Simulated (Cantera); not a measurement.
A Cantera script and what it prints.

```python
import numpy as np
import cantera as ct

gas_names = """
    H H2 N NH NH2 NH3 N2 N2H2 N2H4 Si SiH SiH2 SiH3 SiH4 SiN Si2 Si2N Si3
""".split()
cond_names = """
    Si(cr) Si(L) Si3N4(a)
""".split()


# ... load() reads the species with a 1 bar reference pressure and builds the phases ...
atoms = {
    'trisilylamine': {'Si': 3, 'N': 1, 'H': 9},
    'N2': {'N': 2},
}
top_T = {'Si3N4(a)': 2400}  # K; cautious upper limits of use, not melting points


# ... equilibrate(T, P, feed) seeds the gas with the atoms and calls Mixture.equilibrate('TP', solver="vcs", rtol=1e-11, max_steps=5000) ...
results = []
feed = {'trisilylamine': 1, 'N2': 0.62}  # mol
T = 725  # K
P = 1333.22  # Pa
mix = equilibrate(T, P, feed)
results.append((T, P, feed, dict(zip(mix.species_names, mix.species_moles))))
print(gas.report(threshold=1e-06))
for i in range(1, mix.n_phases):
    print(f"{mix.phase(i).name:16s} {mix.phase_moles(i):12.5e} mol")
```

It prints:

```
       temperature   725 K
          pressure   1333.2 Pa
           density   0.00044588 kg/m^3
  mean mol. weight   2.016 kg/kmol
   phase of matter   gas

                          1 kg             1 kmol
                     ---------------   ---------------
          enthalpy        6.1931e+06        1.2485e+07  J
   internal energy         3.203e+06        6.4572e+06  J
           entropy             95511        1.9255e+05  J/K
    Gibbs function       -6.3053e+07       -1.2711e+08  J
 heat capacity c_p             14582             29397  J/K
 heat capacity c_v             10457             21082  J/K

                      mass frac. Y      mole frac. X     chem. pot. / RT
                     ---------------   ---------------   ---------------
                H2                 1                 1           -21.087
     [  +17 minor]        2.9669e-08        1.8634e-09

Si(cr)            1.32000e+00 mol
Si3N4(a)          5.60000e-01 mol
```

Method: chemical equilibrium by Gibbs-energy minimisation in Cantera with the NASA 1993 tables (ideal gas, pure condensed phases). The feed counts by its element totals alone.
